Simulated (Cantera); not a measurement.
A closed system holds: 1 mol CH3SiH3, 0.014 mol C2H4, 3.3 mol H2, at 2025 °C and 9400 Pa.

These are equilibrium values from Cantera (NASA tables, ideal gas, pure condensed phases), not measurements of a reactor. Candidate condensed phases: C, C6H6, C7H8, C8H18, Si, SiC; 87 gas species. The feed counts by its element totals alone. Gases not in the tables: Si2H6 and higher silanes. Equilibrium is a limit: real reactors are often held back by kinetics, nucleation or transport.

Base state: H2 0.964, H 0.0307, C2H2 (acetylene) 0.00307, Si 0.00161, SiH 0.000179, SiC2 0.000164, Si2C 0.000130, SiH2 7.38e-5 (mole fractions); condensed: SiC(s).

Problem. What changes in the equilibrium state with this change: temperature from 2025 °C to 1575 °C?

Solution. 
```
species             before     after
----------------  --------  --------
H2                   0.964     0.998
H                   0.0307   0.00173
C2H2 (acetylene)   0.00307  0.000257
Si                 0.00161   2.00e-6
Si2C              0.000130   2.72e-8
SiC2              0.000164   3.82e-8
SiH               0.000179   6.09e-7
SiC(s), mol          0.985     1.000
C(graphite), mol         0    0.0244
```

Problem. What changes in the equilibrium state with this change: CH3SiH3 replaced by SiCl4?

Solution. 
```
species       before    after
-----------  -------  -------
H2             0.964    0.416
HCl                0    0.371
SiCl2              0    0.169
Cl                 0   0.0130
H             0.0307   0.0201
SiCl               0  0.00425
SiCl3              0  0.00277
SiCl4              0  3.52e-5
SiHCl3             0  2.57e-5
CH4          1.62e-5  1.71e-6
SiC(s), mol    0.985   0.0210
```
The tables' values for SiCl, SiCl3 are old estimates; treat these amounts as uncertain.

Problem. What changes in the equilibrium state with this change: pressure from 9400 Pa to 240 Pa?

Solution. 
```
species             before     after
----------------  --------  --------
H2                   0.964     0.759
H                   0.0307     0.170
Si                 0.00161    0.0545
CH4                1.62e-5   2.97e-7
SiC2              0.000164   0.00747
Si2C              0.000130   0.00440
Si2                5.14e-6  0.000150
SiC(s), mol          0.985     0.463
C(graphite), mol         0     0.371
```
